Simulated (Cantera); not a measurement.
A closed system holds: 1 mol SiH4, a varied amount of NH3, 11 mol H2, at 66.0 Pa.

Equilibrium computed with Cantera from the NASA thermochemical tables; the gas is ideal and each condensed phase is pure. Candidate condensed phases: Si, Si3N4; 18 gas species. Mutual solubility and eutectic melting of coexisting phases are not modelled. Equilibrium is a limit: real reactors are often held back by kinetics, nucleation or transport.

Stable condensed phases, one row left out:

```
T in K \ n(NH3) in mol
         1.9 2.6 3.5 4.8 6.6 9.1  12  17  23
   1600    A   A   A   A   A   A   A   A   A
   1550    A   A   A   A   A   A   A   A   B
   1500    A   A   B   C   C   C   C   C   C
   1400    C   C   C   C   C   C   C   C   C
   1350    C   C   C   C   C   C   C   C   C
   1300    C   C   C   C   C   C   C   C   C
   1250    C   C   C   C   C   C   C   C   C
   1200    C   C   C   C   C   C   C   C   C
   1150    C   C   C   C   C   C   C   C   C
   1100    C   C   C   C   C   C   C   C   C
   1050    C   C   C   C   C   C   C   C   C
   1000    C   C   C   C   C   C   C   C   C
    950    C   C   C   C   C   C   C   C   C
```

A: Si; B: Si + Si3N4; C: Si3N4.

### Question
Give the row for 1450 K.

### Answer
1.9: Si + Si3N4; 2.6: Si3N4; 3.5: Si3N4; 4.8: Si3N4; 6.6: Si3N4; 9.1: Si3N4; 12: Si3N4; 17: Si3N4; 23: Si3N4.
